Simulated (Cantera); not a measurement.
Feed: 1 mol Ta(OEt)₅, 0.035 mol O₂, 3.5 mol H₂, at 1923.15 K and 0.000440 bar.

These are equilibrium values from Cantera (NASA tables, ideal gas, pure condensed phases), not measurements of a reactor. Candidate condensed phases: C, C₆H₆, C₇H₈, C₈H₁₈, H₂O, Ta, TaC, Ta₂O₅; 113 gas species. The feed counts by its element totals alone. TaC: taken at fixed stoichiometry. Condensed phases not in the tables: Ta₂C. The numbers say what is thermodynamically allowed, not how fast it happens.

### Question
What is the equilibrium state?

### Answer
| Item | Value |
|---|---|
| x(H₂) | 0.725 |
| x(CO) | 0.236 |
| x(H) | 0.0383 |
| x(C₂H₂ (acetylene)) | 0.000328 |
| n(C(graphite)) | 3.92 mol |
| n(TaC(s)) | 1.00 mol |
| gas amount | 21.48 mol |
| log10 activity of Ta(s) (absent) | -3.81 |
| log10 activity of Ta₂O₅(s) (absent) | -32.05 |
